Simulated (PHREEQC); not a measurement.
A solution holds 0.0012 mol CdSO4, 0.0011 mol HCl and 0.00033 mol NaCl per kg of water, at 25 °C. It is in equilibrium with CO2 at log p = -3.4 (atm). Otherwise closed; pH follows from the charge balance.

Equilibrium calculation in PHREEQC: ion-association model, wateq4f.dat.

Precipitation was switched off in this run.

Question: Estimate the pH, ionic strength.

Answer: pH 3.02; ionic strength 0.00531 mol/kgw.

Question: In which forms is S present?

Answer: SO4-2 81 %, CdSO4 12 %, HSO4- 6.0 % of the S.

Complexes and solids missing from the database can't appear.
